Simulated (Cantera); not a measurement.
# SiH4 + H2O (silicon oxide and oxynitride deposition)

A closed system holds: 1 mol SiH4, a varied amount of H2O, equilibrated at 1075 K and 13300 Pa.

Method: chemical equilibrium by Gibbs-energy minimisation in Cantera with the NASA 1993 tables (ideal gas, pure condensed phases). Candidate condensed phases: H2O, Si, SiO2; 18 gas species. Mutual solubility and eutectic melting of coexisting phases are not modelled. Equilibrium is a limit: real reactors are often held back by kinetics, nucleation or transport.

| n(H2O) (mol) | log p H2 | log p H2O | log p SiO | log p SiH4 | log p H | n Si(s) | n SiO2(β-quartz) |
|---|---|---|---|---|---|---|---|
| 0.57 | -0.88 | -9.14 | -8.02 | -8.05 | -8.27 | 0.715 | 0.285 |
| 0.9 | -0.88 | -9.14 | -8.02 | -8.05 | -8.27 | 0.550 | 0.450 |
| 1.4 | -0.88 | -9.14 | -8.02 | -8.05 | -8.27 | 0.300 | 0.700 |
| 2.3 | -0.91 | -2.03 | <-12 | <-12 | -8.29 | 0 | 1.00 |
| 3.6 | -1.02 | -1.42 | <-12 | <-12 | -8.34 | 0 | 1.00 |
| 5.7 | -1.16 | -1.19 | <-12 | <-12 | -8.41 | 0 | 1.00 |
| 9.1 | -1.32 | -1.07 | <-12 | <-12 | -8.49 | 0 | 1.00 |
| 14 | -1.48 | -1.00 | <-12 | <-12 | -8.57 | 0 | 1.00 |
| 23 | -1.67 | -0.95 | <-12 | <-12 | -8.67 | 0 | 1.00 |
log p: log10 of the partial pressure in bar; n: condensed amount in mol.

From 0.57 mol H2O to 1.4 mol H2O the condensed part is Si(s) + SiO2(β-quartz). From 2.3 mol H2O to 23 mol H2O the condensed part is SiO2(β-quartz).
